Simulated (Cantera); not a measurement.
A closed system holds: 1 mol CH3SiCl3, 1.2 mol C2H4, 41 mol H2, held at 2177 °C and 0.133 bar.

These are equilibrium values from Cantera (NASA tables, ideal gas, pure condensed phases), not measurements of a reactor. Candidate condensed phases: C, C6H6, C7H8, C8H18, Si, SiC; 109 gas species. The feed counts by its element totals alone. The tables' values for SiCl are old estimates; treat these amounts as uncertain. Gases not in the tables: Si2H6 and higher silanes. The numbers say what is thermodynamically allowed, not how fast it happens.

Base state: H2 0.872, HCl 0.0570, H 0.0514, C2H2 (acetylene) 0.00761, Si 0.00517, Cl 0.00238, SiCl2 0.00122, SiC2 0.00116 (mole fractions); condensed: C(graphite) + SiC(s).

### Question
What changes in the equilibrium state with this change: CH3SiCl3 replaced by SiH4?

### Answer
```csv
species,before,after
H2,0.872,0.931
H,0.0514,0.0531
C2H2 (acetylene),0.00761,0.00812
HCl,0.0570,0
Cl,0.00238,0
Si,0.00517,0.00517
SiCl2,0.00122,0
SiCl,0.000580,0
CH4,1.65e-5,1.88e-5
CH3,1.77e-5,1.95e-5
C4H2,2.74e-5,2.92e-5
"C(graphite), mol",2.00,0.879
"SiC(s), mol",0.513,0.607
```
